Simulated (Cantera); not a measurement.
What does this Cantera script print?

```python
import numpy as np
import cantera as ct

gas = ct.Solution("h2o2.yaml")
gas.TPX = 675, 140000, {'H2': 1, 'O2': 1, 'N2': 3.76, 'H2O': 1}
flame = ct.FreeFlame(gas, width=0.032)
flame.set_refine_criteria(ratio=3, slope=0.08, curve=0.16)
flame.transport_model = "mixture-averaged"
flame.solve(loglevel=0, auto=True)
flame.transport_model = "multicomponent"
flame.soret_enabled = False
flame.solve(loglevel=0, refine_grid=True)
z, T = flame.grid, flame.T
thick = (T[-1] - T[0]) / np.gradient(T, z).max()
show = ['H2', 'O2', 'H2O', 'HO2', 'OH', 'H2O2']
print(f"laminar burning velocity  {flame.velocity[0] * 100:.3f} cm/s")
print(f"burnt temperature         {T[-1]:.1f} K")
print(f"thermal thickness         {thick * 1e3:.4f} mm")
print(f"grid points               {len(z)}")
z0 = z[flame.heat_release_rate.argmax()]
print(f"{'z/mm':>9s}{'T/K':>9s}{'u/(m/s)':>9s}" + "".join(f"{s:>11s}" for s in show))
rows = []
for k in (-3, -2, -1.5, -1, -0.5, -0.25, 0, 0.25, 0.5, 1, 2, 4, 8):
    zz = z0 + k * thick
    rows.append([k * thick, np.interp(zz, z, T), np.interp(zz, z, flame.velocity),
                 *(np.interp(zz, z, flame.X[gas.species_index(s)]) for s in show)])
    print(f"{rows[-1][0] * 1e3:9.3f}{rows[-1][1]:9.1f}{rows[-1][2]:9.3f}" + "".join(f"{x:11.3e}" for x in rows[-1][3:]))
```

Output:

```
laminar burning velocity  180.189 cm/s
burnt temperature         1703.4 K
thermal thickness         0.3056 mm
grid points               108
     z/mm      T/K  u/(m/s)         H2         O2        H2O        HO2         OH       H2O2
   -0.917    675.1    1.800  1.468e-01  1.481e-01  1.481e-01  4.531e-08  9.359e-15  8.323e-09
   -0.611    675.5    1.796  1.440e-01  1.486e-01  1.487e-01  6.315e-07  3.343e-12  1.167e-07
   -0.458    677.4    1.792  1.391e-01  1.494e-01  1.498e-01  4.647e-06  1.519e-10  8.588e-07
   -0.306    687.4    1.797  1.275e-01  1.509e-01  1.529e-01  3.471e-05  1.108e-08  6.121e-06
   -0.153    804.2    2.045  9.421e-02  1.493e-01  1.724e-01  3.900e-04  4.751e-05  6.098e-05
   -0.076   1015.9    2.547  6.514e-02  1.371e-01  2.050e-01  3.307e-04  4.385e-04  5.729e-05
    0.000   1261.2    3.139  3.546e-02  1.154e-01  2.482e-01  1.904e-04  1.721e-03  1.595e-05
    0.076   1432.9    3.559  1.641e-02  9.710e-02  2.798e-01  1.171e-04  3.748e-03  5.784e-06
    0.153   1531.3    3.799  8.281e-03  8.836e-02  2.949e-01  8.021e-05  4.958e-03  3.616e-06
    0.306   1620.4    4.012  3.513e-03  8.371e-02  3.053e-01  4.497e-05  4.878e-03  1.949e-06
    0.611   1672.4    4.132  1.285e-03  8.259e-02  3.108e-01  1.883e-05  3.369e-03  9.525e-07
    1.223   1693.1    4.179  3.719e-04  8.257e-02  3.133e-01  6.108e-06  1.915e-03  4.292e-07
    2.445   1700.1    4.194  1.040e-04  8.271e-02  3.142e-01  1.982e-06  1.065e-03  1.877e-07
```

Detailed kinetics in Cantera: the H2/O2 subset of GRI-Mech 3.0, which has no nitrogen chemistry. Burning velocities carry a grid error of a few per cent, more on coarse grids. Lean hydrogen flames are cellular in practice and burn faster than this planar one.
